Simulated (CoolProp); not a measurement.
R245fa along the isobar 1.63 MPa: fugacity coefficient from the reference equation and from simpler models built on Tc = 153.9 °C, pc = 3.651 MPa, ω = 0.378; each cubic takes its own stable root.

Model: reference Helmholtz-energy equation of state, Akasaka 2015, in CoolProp.

```csv
T (°C),phase,reference
14.05,liquid,0.06109
28.35,liquid,0.1031
42.65,liquid,0.1633
57.05,liquid,0.2456
71.35,liquid,0.3512
85.65,liquid,0.4817
100.05,liquid,0.6375
114.35,gas,0.7863
128.65,gas,0.8150
```

Q: How far does each simpler model (van der Waals, Redlich-Kwong, Soave-Redlich-Kwong, Peng-Robinson) lie from the reference over these 9 states: mean and median of the absolute difference, and the worst?

A: 
- van der Waals: mean 150.9 %, median 106.2 %, worst +463.8 % at 14.05 °C and 1.63 MPa
- Redlich-Kwong: mean 51.4 %, median 44.2 %, worst +127.2 % at 14.05 °C and 1.63 MPa
- Soave-Redlich-Kwong: mean 1.5 %, median 1.9 %, worst +2.2 % at 71.35 °C and 1.63 MPa
- Peng-Robinson: mean 0.7 %, median 0.5 %, worst -1.7 % at 128.65 °C and 1.63 MPa

At some of these states van der Waals, Redlich-Kwong gives the other phase, because its saturation line lies elsewhere.
